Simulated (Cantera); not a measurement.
Stirred combustor or abatement burner

A perfectly stirred reactor is fed with 3.02 % CH₄, 1.81 % C₂H₆, 20.0 % O₂, 75.2 % N₂, equivalence ratio 0.62, at 300000 Pa; it is adiabatic with a 475 K inlet, and is followed from long to short residence time, starting on the burning branch (τ in s: 0.024, 0.01, 0.0042, 0.0018, 0.00075, 0.00031, 0.00013, 5.5e-05, 2.3e-05).

Model: GRI-Mech 3.0 (53 species, 325 reactions), integrated in Cantera.

```tsv
τ (s)	T (K)	x CH₄	x C₂H₆	x O₂	x CH₂O	x N₂O	x CO₂
0.024	1847	7.68e-6	1.02e-6	0.0750	1.24e-6	8.69e-7	0.0653
0.010	1842	1.36e-5	1.92e-6	0.0751	2.31e-6	1.18e-6	0.0649
0.0042	1833	2.40e-5	3.54e-6	0.0754	4.31e-6	1.41e-6	0.0642
0.0018	1819	4.24e-5	6.41e-6	0.0758	8.09e-6	1.46e-6	0.0630
0.00075	1796	7.93e-5	1.21e-5	0.0768	1.59e-5	1.34e-6	0.0609
0.00031	1757	0.000162	2.45e-5	0.0787	3.33e-5	1.11e-6	0.0569
0.00013	1685	0.000415	6.11e-5	0.0834	7.99e-5	8.05e-7	0.0489
5.5e-5	475	0.0302	0.0181	0.200	<1e-12	<1e-12	<1e-12
2.3e-5	475	0.0302	0.0181	0.200	<1e-12	<1e-12	<1e-12
```
x: mole fraction; the columns are a selection and need not sum to one.
